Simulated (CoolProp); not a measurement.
Saturation properties of C3F8 (R218).

Model: reference Helmholtz-energy equation of state, Lemmon 2006, in CoolProp. It is a short technical equation, of lower accuracy than the large ones.

| T (K) | p (MPa) | liquid density (kg/m³) | vapour density (kg/m³) | liquid viscosity (µPa s) | liquid conductivity (mW/(m K)) |
|---|---|---|---|---|---|
| 249.6 | 0.1778 | … | 17.46 | 352 | … |
| 253.6 | 0.2079 | 1542 | 20.29 | 330 | 57.3 |
| 257.6 | 0.2417 | 1525 | 23.47 | 310 | 56.2 |
| 261.6 | 0.2796 | 1507 | 27.03 | 292 | 55.1 |
| 265.6 | 0.3219 | 1489 | 31.01 | 275 | 54.0 |
| 269.6 | 0.3687 | 1471 | 35.45 | 258 | 52.9 |
| 273.6 | 0.4206 | 1453 | … | 243 | … |
| 277.6 | 0.4777 | 1433 | … | 229 | 50.8 |
| 281.6 | 0.5405 | 1413 | 52.04 | 216 | … |
| 285.6 | 0.6092 | 1393 | 58.86 | 203 | 48.6 |
| 289.6 | 0.6842 | 1372 | 66.45 | 191 | 47.5 |
| 293.6 | … | 1350 | 74.90 | 179 | 46.5 |
| 297.6 | 0.8547 | 1327 | 84.34 | 168 | 45.4 |

Task: Fill in the missing entries.

Result: 
- 249.6, liquid density (kg/m³): 1558
- 249.6, liquid conductivity (mW/(m K)): 58.4
- 273.6, vapour density (kg/m³): 40.40
- 273.6, liquid conductivity (mW/(m K)): 51.8
- 277.6, vapour density (kg/m³): 45.91
- 281.6, liquid conductivity (mW/(m K)): 49.7
- 293.6, p (MPa): 0.7659

It boils at 236.4 K under 1 atm.

Viscosity comes from a separate model (Huber 2003), an estimate that may be off by 10 % or more. Thermal conductivity comes from a separate model (Huber 2003), an estimate that may be off by 10 % or more.
